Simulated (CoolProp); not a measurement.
A simple Rankine cycle with water: condensing at 311.15 K, boiler at 0.0705 MPa, turbine inlet 513.3 K, turbine efficiency 0.9, pump efficiency 0.8, no recuperator. Each further row changes one setting.

Computed with CoolProp (reference Helmholtz-energy equation of state, Wagner 2002).

```tsv
case	thermal efficiency (%)	net work (kJ/kg)	heat in (kJ/kg)	turbine exit temperature (K)	volume ratio over the turbine
as stated	13.8	385	2800	?	6.45
turbine inlet 533.3 K	14.1	399	?	?	6.48
condensing temperature 303.15 K	15.5	440	?	303.1	9.65
boiler pressure 0.0493 MPa	12.1	339	2800	336.2	4.87
turbine efficiency 0.8	12.2	?	2800	?	6.93
```

### Question
Fill in the missing entries.

### Answer

- as stated, turbine exit temperature (K): 311.7
- turbine inlet 533.3 K, heat in (kJ/kg): 2840
- turbine inlet 533.3 K, turbine exit temperature (K): 324.9
- condensing temperature 303.15 K, heat in (kJ/kg): 2830
- turbine efficiency 0.8, net work (kJ/kg): 342
- turbine efficiency 0.8, turbine exit temperature (K): 334.1

The expansion ends wet for: condensing temperature 303.15 K.
